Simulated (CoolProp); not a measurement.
Model: reference Helmholtz-energy equation of state, Lemmon 2006, in CoolProp. It is a short technical equation, of lower accuracy than the large ones.

Problem. For R141b, give the phase and the density (kg/m³), cv (kJ/(kg K)), speed of sound (m/s), Joule-Thomson coefficient (K/MPa) at 83.15 °C and 4.42 MPa.

Solution. 
- 83.15 °C and 4.42 MPa: liquid; density 1130, cv 0.859, speed of sound 645, Joule-Thomson coefficient -0.228
